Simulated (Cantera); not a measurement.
Feed: 1 mol Si3N4, a varied amount of H2O, 1.1 mol H2, equilibrated at 1873.15 K and 230000 Pa.

These are equilibrium values from Cantera (NASA tables, ideal gas, pure condensed phases), not measurements of a reactor. Candidate condensed phases: H2O, Si, SiO2, Si2N2O, Si3N4; 35 gas species. Mutual solubility and eutectic melting of coexisting phases are not modelled. The tables hold silica as quartz up to 1696 K and as liquid above; real silica turns to tridymite and cristobalite and melts near 1996 K. Gases not in the tables: Si2H6 and higher silanes. Equilibrium is a limit: real reactors are often held back by kinetics, nucleation or transport.

Problem. Which condensed phases are stable at each of these points (n(H2O) (mol)): 0.0022, 0.0073, 0.024, 0.078, 0.26, 0.84, 2.8?

Solution. 
```tsv
n(H2O) (mol)	condensed phases	Si condensed (%)
0.0022	Si(l) + Si2N2O(s) + Si3N4(s)	100.0
0.0073	Si(l) + Si2N2O(s) + Si3N4(s)	100.0
0.024	Si(l) + Si2N2O(s) + Si3N4(s)	100.0
0.078	Si2N2O(s) + Si3N4(s)	100.0
0.26	Si2N2O(s) + Si3N4(s)	100.0
0.84	Si2N2O(s) + Si3N4(s)	100.0
2.8	SiO2(condensed) + Si2N2O(s)	99.4
```

From 0.0022 mol H2O to 0.024 mol H2O the condensed part is Si(l) + Si2N2O(s) + Si3N4(s). From 0.078 mol H2O to 0.84 mol H2O the condensed part is Si2N2O(s) + Si3N4(s). At 2.8 mol H2O the condensed part is SiO2(condensed) + Si2N2O(s).
